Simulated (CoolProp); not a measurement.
A single-stage vapour-compression cycle with R11: evaporating at 279.15 K (dew point), condensing at 349.15 K (bubble point), superheat 8 K, subcooling 8 K, compressor efficiency 0.8, no pressure losses. Each further row changes one setting.

Model: reference Helmholtz-energy equation of state, Jacobsen 1992, in CoolProp.

```tsv
case	cooling COP	pressure ratio	discharge temperature (K)	refrigerating effect (kJ/kg)	volumetric capacity (kJ/m³)
as stated	…	9.19	380.9	137	415
evaporating temperature 284.15 K	…	7.52	…	139	510
condensing temperature 344.15 K	2.90	…	375.1	141	429
subcooling 13 K	…	9.19	380.9	141	429
superheat 18 K	2.65	9.19	392.7	143	417
compressor efficiency 0.7	…	9.19	392.0	137	415
```

Question: Some entries are withheld; supply them.

Answer: 
- as stated, cooling COP: 2.63
- evaporating temperature 284.15 K, cooling COP: 2.94
- evaporating temperature 284.15 K, discharge temperature (K): 378.1
- condensing temperature 344.15 K, pressure ratio: 8.10
- subcooling 13 K, cooling COP: 2.72
- compressor efficiency 0.7, cooling COP: 2.31
